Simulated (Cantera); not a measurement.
Charge: 1 mol Cu, 0.0013 mol O2, 11 mol H2, equilibrated at 652 °C and 12000 Torr.

These are equilibrium values from Cantera (NASA tables, ideal gas, pure condensed phases), not measurements of a reactor. Candidate condensed phases: Cu, CuO, Cu(OH)2, Cu2O, H2O; 12 gas species. The numbers say what is thermodynamically allowed, not how fast it happens.

Problem. What is the equilibrium state?

Solution. 
| Property | Value |
|---|---|
| x(H2) | 1.000 |
| x(H2O) | 0.000236 |
| n(Cu(s)) | 1.00 mol |
| gas amount | 11.00 mol |
| log10 activity of Cu(OH)2(s) (absent) | -16.05 |
